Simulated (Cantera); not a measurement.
Input (Python, Cantera):

```python
import numpy as np
import cantera as ct

gas = ct.Solution("gri30.yaml")
gas.TPX = 1200, 36000, {'CO': 0.019, 'O2': 0.08, 'H2O': 0.0027, 'N2': 1}
reactor = ct.IdealGasConstPressureReactor(gas, energy="off", clone=False)
net = ct.ReactorNet([reactor])
net.rtol, net.atol = 1e-08, 1e-18
show = ['CO', 'O2', 'H2O', 'HO2', 'NO', 'H2O2']
times = np.geomspace(3e-05, 3, 14)

steps = ct.SolutionArray(gas, extra=["t"])
rows = []
print(f"{'t/s':>10s}{'T/K':>9s}{'P/Pa':>11s}" + "".join(f"{s:>11s}" for s in show))
for t in times:
    while net.time < t:
        t_next = net.step()
        steps.append(gas.state, t=t_next)
    rows.append([np.interp(t, steps.t, y) for y in (steps.T, steps.P, *steps(*show).X.T)])
    print(f"{t:10.3e}{rows[-1][0]:9.1f}{rows[-1][1]:11.4g}" + "".join(f"{x:11.3e}" for x in rows[-1][2:]))
rate = np.gradient(steps.T, steps.t)
print("integrator steps:", len(steps.t))
if steps.T.max() > steps.T[0] + 200:
    print(f"time of steepest temperature rise: {steps.t[rate.argmax()]:.4e} s")
gas.TPX = 1200, 36000, {'CO': 0.019, 'O2': 0.08, 'H2O': 0.0027, 'N2': 1}
gas.equilibrate("TP")
print(f"equilibrium (TP): T = {gas.T:.1f} K  " + "  ".join(f"{s} {gas[s].X[0]:.3e}" for s in show))
```

Output:

```
       t/s      T/K       P/Pa         CO         O2        H2O        HO2         NO       H2O2
 3.000e-05   1200.0    3.6e+04  1.725e-02  7.262e-02  2.451e-03  7.989e-13  1.060e-19  2.329e-18
 7.273e-05   1200.0    3.6e+04  1.725e-02  7.262e-02  2.451e-03  2.162e-12  6.785e-19  1.406e-17
 1.763e-04   1200.0    3.6e+04  1.725e-02  7.262e-02  2.451e-03  9.101e-12  4.152e-18  1.088e-16
 4.275e-04   1200.0    3.6e+04  1.725e-02  7.262e-02  2.451e-03  7.772e-11  2.539e-17  1.604e-15
 1.037e-03   1200.0    3.6e+04  1.725e-02  7.262e-02  2.451e-03  9.425e-10  1.779e-16  3.712e-14
 2.513e-03   1200.0    3.6e+04  1.725e-02  7.261e-02  2.451e-03  1.784e-08  2.570e-15  1.717e-12
 6.093e-03   1200.0    3.6e+04  1.718e-02  7.255e-02  2.446e-03  1.379e-06  5.999e-12  6.332e-09
 1.477e-02   1200.0    3.6e+04  7.413e-03  6.740e-02  2.290e-03  3.596e-06  2.424e-07  7.143e-08
 3.581e-02   1200.0    3.6e+04  1.322e-03  6.504e-02  2.429e-03  1.774e-06  4.134e-07  4.772e-08
 8.683e-02   1200.0    3.6e+04  2.272e-04  6.463e-02  2.458e-03  6.528e-07  4.453e-07  1.678e-08
 2.105e-01   1200.0    3.6e+04  3.673e-05  6.456e-02  2.467e-03  1.784e-07  4.562e-07  3.926e-09
 5.104e-01   1200.0    3.6e+04  5.525e-06  6.455e-02  2.470e-03  3.799e-08  4.612e-07  7.971e-10
 1.237e+00   1200.0    3.6e+04  7.537e-07  6.455e-02  2.471e-03  7.449e-09  4.653e-07  1.653e-10
 3.000e+00   1200.0    3.6e+04  8.394e-08  6.455e-02  2.472e-03  1.853e-09  4.681e-07  4.231e-11
integrator steps: 1522
equilibrium (TP): T = 1200.0 K  CO 2.005e-09  O2 6.449e-02  H2O 2.472e-03  HO2 6.737e-10  NO 1.175e-04  H2O2 9.023e-12
```

Cantera simulation using GRI-Mech 3.0 (53 species, 325 reactions); the numbers are that mechanism's predictions, not measurements.
